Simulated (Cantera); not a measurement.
Charge: 1 mol Fe₂O₃, 1.3 mol CO, 2.8 mol N₂, equilibrated at 65.0 Pa.

Cantera equilibrium calculation (NASA polynomials, part measured and part estimated; ideal gas, pure solids and liquids). Candidate condensed phases: C, Fe, Fe(CO)₅, FeO, Fe₂O₃, Fe₃O₄; 27 gas species. The tables' stoichiometric FeO is somewhat more stable than real wüstite, so its field is too wide. FeO: taken at fixed stoichiometry. Rates play no part. All values below are at 1202 °C.

Base state: N₂ 0.683, CO₂ 0.244, CO 0.0732 (mole fractions); condensed: FeO(s).

Question: What changes in the equilibrium state with this change: Fe₂O₃ replaced by PbO?

Answer: 
```
species      before     after
-----------  ------  --------
N₂            0.683     0.549
Pb                0     0.196
CO₂           0.244     0.196
CO           0.0732    0.0593
PbO               0  0.000517
FeO(s), mol    2.00         0
```
Further candidate phases: Pb, PbO, PbO₂, Pb₃O₄.
